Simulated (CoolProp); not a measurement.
Vapour-liquid equilibrium of R134a (1) + R1234ze(E) (2) at 3.51 bar; x and y are mole fractions of (1).

Computed with CoolProp (multi-fluid Helmholtz-energy mixture model, Tillner-Roth 1994 and Thol 2016; pair parameters Bell 2022).

### Question
Give the bubble temperature and the first vapour's composition at x = 0.5, 0.65, 0.8. Is there an azeotrope?

### Answer
x = 0.5: 281.1 K, y = 0.563; x = 0.65: 280.1 K, y = 0.696; x = 0.8: 279.2 K, y = 0.827. No azeotrope shows between x = 0.05 and 0.95.

Pair parameters are fitted to limited data, so mixtures are less certain than the pure fluids.
